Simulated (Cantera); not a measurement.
Cantera run:

```python
import numpy as np
import cantera as ct

gas_names = """
    CL CL2 H HCL H2 Si SiCL SiCL2 SiCL3 SiCL4 SiH SiHCL3 SiH2 SiH2CL2 SiH3 SiH3CL SiH4 Si2 Si3
""".split()
cond_names = """
    Si(cr) Si(L)
""".split()


# ... load() reads the species with a 1 bar reference pressure and builds the phases ...
atoms = {
    'SiH4': {'Si': 1, 'H': 4},
    'Cl2': {'CL': 2},
    'H2': {'H': 2},
    'HCl': {'H': 1, 'CL': 1},
}
top_T = {}  # K; cautious upper limits of use, not melting points


# ... equilibrate(T, P, feed) seeds the gas with the atoms and calls Mixture.equilibrate('TP', solver="vcs", rtol=1e-11, max_steps=5000) ...
results = []
feed = {'SiH4': 1, 'Cl2': 0.0065, 'H2': 41, 'HCl': 0.11}  # mol
T = 1075  # K
P = 10000  # Pa
mix = equilibrate(T, P, feed)
results.append((T, P, feed, dict(zip(mix.species_names, mix.species_moles))))
x = sorted(zip(gas.X, gas.species_names), reverse=True)
print(f"T = {T:g} K  P = {P:g} Pa  gas = {mix.phase_moles(0):.4g} mol")
print("   x: " + "  ".join(f"{s} {v:.3e}" for v, s in x if v > 0.001))
print("   condensed (mol): " + ("  ".join(f"{mix.phase(i).name} {mix.phase_moles(i):.4g}"
      for i in range(1, mix.n_phases) if mix.phase_moles(i) > 1e-12) or "none"))
```

Result:

```
T = 1075 K  P = 10000 Pa  gas = 43.12 mol
   x: H2 9.972e-01  HCL 2.760e-03
   condensed (mol): Si(cr) 0.9984
```

These are equilibrium values from Cantera (NASA tables, ideal gas, pure condensed phases), not measurements of a reactor.
